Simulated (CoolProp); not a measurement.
C2F6 (R116) at 298.15 K and 7.07 MPa flows at 1.3 m/s in a round tube of 12.7 mm bore and 1.5 µm roughness, fully developed (64/Re and Nu = 3.66 if laminar; Colebrook and Gnielinski if turbulent). Each further row changes one setting.

Computed with CoolProp (reference Helmholtz-energy equation of state, Lemmon 2006). It is a short technical equation, of lower accuracy than the large ones.

| case | Reynolds number | Darcy friction factor | pressure drop (Pa/m) | heat-transfer coefficient (W/(m² K)) | mass flow (kg/h) |
|---|---|---|---|---|---|
| as stated | 183000 | 0.0168 | 1210 | 2390 | 643 |
| velocity 2.6 m/s | 367000 | 0.0152 | 4390 | 4420 | 1290 |
| diameter 25.4 mm | 367000 | 0.0146 | 527 | 2140 | 2570 |

Viscosity comes from a separate model (Huber 2003), an estimate that may be off by 10 % or more. Thermal conductivity comes from a separate model (Huber 2003), an estimate that may be off by 10 % or more.
